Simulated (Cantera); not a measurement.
Charge: 1 mol AlCl3, 0.54 mol HCl, 1.7 mol N2, equilibrated at 133 Pa.

Method: chemical equilibrium by Gibbs-energy minimisation in Cantera with the NASA 1993 tables (ideal gas, pure condensed phases). Candidate condensed phases: Al, AlCl3, AlN, NH4Cl; 20 gas species. The tables' values for AlCl2 are old estimates; treat these amounts as uncertain. Equilibrium is a limit: real reactors are often held back by kinetics, nucleation or transport.

x: gas mole fraction; nothing condenses.

```tsv
T (K)	x N2	x AlCl3	x HCl	x Cl	x AlCl2	x AlCl
1073	0.525	0.309	0.167	1.87e-5	4.96e-7	6.05e-11
1123	0.525	0.309	0.167	?	1.97e-6	?
1173	0.525	0.309	0.167	7.81e-5	6.89e-6	5.87e-9
1223	0.525	0.309	0.167	0.000148	2.16e-5	4.26e-8
1273	0.525	0.309	0.166	0.000270	6.10e-5	2.58e-7
1323	0.525	0.308	0.166	0.000478	0.000157	1.32e-6
1373	0.524	0.308	0.166	?	0.000366	?
1423	0.524	0.307	0.166	0.00143	0.000786	2.12e-5
1473	0.524	0.306	0.166	0.00243	0.00155	6.80e-5
1523	0.523	0.304	0.165	0.00408	0.00286	0.000191
1573	0.521	0.301	0.165	0.00680	0.00491	0.000480
1623	0.519	0.296	0.164	0.0112	0.00799	0.00109
1673	0.516	0.289	0.163	0.0180	0.0123	0.00230
```

Problem. What belongs in the gaps?

Solution. 
- 1123, x Cl: 3.94e-5
- 1123, x AlCl: 6.63e-10
- 1373, x Cl: 0.000831
- 1373, x AlCl: 5.71e-6
